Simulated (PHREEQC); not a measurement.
Dissolve 0.024 mol KNO3, 0.00047 mol LiNO3 and 0.022 mol Li2CO3 per kg of water at 20 °C. Closed to the air; pH follows from the charge balance.

All values are PHREEQC results (ion-association model, wateq4f.dat), not measurements.

```tsv
quantity	before	after
pH	11.22	10.95
CO3-2 (mol/kgw)	0.0205	0.00371
HCO3- (mol/kgw)	0.00147	0.000686
```

Q: Name the change that produced these shifts.
(A) diluted 10-fold with water
(B) KNO3 from 0.024 to 0.24 mol/kgw
(C) diluted 5-fold with water
(D) LiNO3 left out

A: C, diluted 5-fold with water

This is a speciation only: nothing precipitates in the calculation.
